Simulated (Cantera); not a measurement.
Feed: 1 mol Si, 22 mol HCl, 0.44 mol H2, equilibrated at 823.15 K and 1.00 bar.

Cantera equilibrium calculation (NASA polynomials, part measured and part estimated; ideal gas, pure solids and liquids). Candidate condensed phases: Si; 19 gas species. Kinetics and transport are ignored.

Base state: HCl 0.840, H2 0.114, SiCl4 0.0466 (mole fractions); condensed: gas only.

Problem. What changes in the equilibrium state with this change: 0.14 mol HF added?

Solution. 
| species | before | after |
|---|---|---|
| HCl | 0.840 | 0.841 |
| H2 | 0.114 | 0.113 |
| SiCl4 | 0.0466 | 0.0447 |
| SiF4 | 0 | 0.00160 |
| HF | 0 | 7.91e-5 |
